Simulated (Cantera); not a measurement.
Input (Python, Cantera) and output of one run.

```python
import numpy as np
import cantera as ct

gas_names = [...]  # 109 gases of nasa_gas.yaml made of C, Cl, H, Si
cond_names = """
    C(gr) C6H6(L) C7H8(L) C8H18(L),n-octa Si(cr) Si(L) SiC(b)
""".split()


# ... load() reads the species with a 1 bar reference pressure and builds the phases ...
atoms = {
    'Si(CH3)4': {'Si': 1, 'C': 4, 'H': 12},
    'HCl': {'H': 1, 'CL': 1},
    'H2': {'H': 2},
}
top_T = {'C(gr)': 4500, 'SiC(b)': 3050}  # K; cautious upper limits of use, not melting points


# ... equilibrate(T, P, feed) seeds the gas with the atoms and calls Mixture.equilibrate('TP', solver="vcs", rtol=1e-11, max_steps=5000) ...
results = []
feed = {'Si(CH3)4': 1, 'HCl': 0.034, 'H2': 60}  # mol
T = 2200  # K
P = 1333.22  # Pa
mix = equilibrate(T, P, feed)
results.append((T, P, feed, dict(zip(mix.species_names, mix.species_moles))))
print(gas.report(threshold=0.001))
for i in range(1, mix.n_phases):
    print(f"{mix.phase(i).name:16s} {mix.phase_moles(i):12.5e} mol")
```

It prints:

```
       temperature   2200 K
          pressure   1333.2 Pa
           density   0.00015688 kg/m^3
  mean mol. weight   2.1524 kg/kmol
   phase of matter   gas

                          1 kg             1 kmol
                     ---------------   ---------------
          enthalpy        3.3266e+07          7.16e+07  J
   internal energy        2.4767e+07        5.3308e+07  J
           entropy        1.0614e+05        2.2846e+05  J/K
    Gibbs function       -2.0025e+08         -4.31e+08  J
 heat capacity c_p             15922             34270  J/K
 heat capacity c_v             12059             25955  J/K

                      mass frac. Y      mole frac. X     chem. pot. / RT
                     ---------------   ---------------   ---------------
    C2H2,acetylene          0.029327         0.0024242           -30.107
                 H          0.022218          0.047442           -12.081
                H2           0.88608           0.94601           -24.161
                Si          0.038726         0.0029678           -8.6519
     [ +105 minor]           0.02365         0.0011576

C(gr)             2.87588e+00 mol
Si(L)             0.00000e+00 mol
SiC(b)            7.42589e-01 mol
```

Method: chemical equilibrium by Gibbs-energy minimisation in Cantera with the NASA 1993 tables (ideal gas, pure condensed phases). Gases not in the tables: Si2H6 and higher silanes.
